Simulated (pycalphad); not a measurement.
Source of the numbers: pycalphad with the COST 507 light-alloy database (1999); pressure 1 atm. The database dates from 1999; later assessments differ in places, in temperatures and in the compounds included. Kinetics are ignored, which matters at the lower temperatures.

Molar enthalpy of Si-48.6V (at.%) in equilibrium (SER reference):

```tsv
T (K)	H (kJ/mol)	phases
2850	71.82	LIQUID
2730	67.38	LIQUID
2610	62.94	LIQUID
2490	58.49	LIQUID
2370	54.05	LIQUID
2250	49.61	LIQUID
2210	48.13	LIQUID
2170	46.65	LIQUID
2130	44.61	LIQUID + SI3V5
2010	30.32	LIQUID + SI3V5
1890	-2.78	SI5V6 + SI2V
1850	-4.00	SI5V6 + SI2V
1770	-6.44	SI5V6 + SI2V
1650	-10.04	SI5V6 + SI2V
1530	-13.60	SI5V6 + SI2V
1410	-17.49	SI3V5 + SI2V
1290	-20.96	SI3V5 + SI2V
1170	-24.38	SI3V5 + SI2V
1050	-27.75	SI3V5 + SI2V
930	-31.06	SI3V5 + SI2V
810	-34.31	SI3V5 + SI2V
690	-37.49	SI3V5 + SI2V
570	-40.59	SI3V5 + SI2V
```

Cooling from 2170 K to 1890 K, across the freezing range, releases 49.4 kJ/mol, or 1260 J/g. The slope is 37 J/(mol K) in the liquid and 31 J/(mol K) just below the solidus, where it includes any heat of precipitation. Liquidus 2134 K, solidus 1924 K. Changes were sought between steps of 40 K, so a narrower field can be missed.

Database names, with the compositions (at.%) that they take in these runs: SI3V5: V 62 Si 38; SI5V6: V 55 Si 45; SI2V: Si 67 V 33.
